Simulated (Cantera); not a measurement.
Charge: 1 mol Fe2O3, a varied amount of H2, 0.42 mol H2O, at 2173 K and 1 atm.

Method: chemical equilibrium by Gibbs-energy minimisation in Cantera with the NASA 1993 tables (ideal gas, pure condensed phases). Candidate condensed phases: Fe, FeO, Fe(OH)2, Fe(OH)3, Fe2O3, Fe3O4, H2O; 12 gas species. Each liquid is taken as pure. Mutual solubility and eutectic melting of coexisting phases are not modelled. The tables' stoichiometric FeO is somewhat more stable than real wüstite, so its field is too wide. FeO: taken at fixed stoichiometry. Equilibrium is a limit: real reactors are often held back by kinetics, nucleation or transport.

log p: log10 of the partial pressure in bar; n: condensed amount in mol.

```
n(H2) (mol)  log p H2  log p H2O  log p H  log p Fe  n Fe(l)  n FeO(l)
-----------  --------  ---------  -------  --------  -------  --------
5               -0.17      -0.49    -2.40     -2.67      [?]      1.66
9.1             -0.17      -0.49    -2.40     -2.67      [?]     0.335
17              -0.09      -0.70    -2.36     -2.67     1.96         0
30              -0.05      -0.95    -2.34     -2.67     1.93         0
55              -0.02      -1.21    -2.33     -2.67     1.88         0
100             -0.01      -1.46    -2.32     -2.67     1.78         0
180             -0.01      -1.72    -2.32     -2.67      [?]         0
340              0.00      -1.99    -2.32     -2.67      [?]         0
610              0.00      -2.25    -2.32     -2.67      [?]         0
1100             0.00      -2.50    -2.32     -2.74        0         0
2000             0.00      -2.76    -2.32     -3.00        0         0
```

Problem. Complete the blanks.

Solution. 
- 5, n Fe(l): 0.323
- 9.1, n Fe(l): 1.64
- 180, n Fe(l): 1.61
- 340, n Fe(l): 1.27
- 610, n Fe(l): 0.693
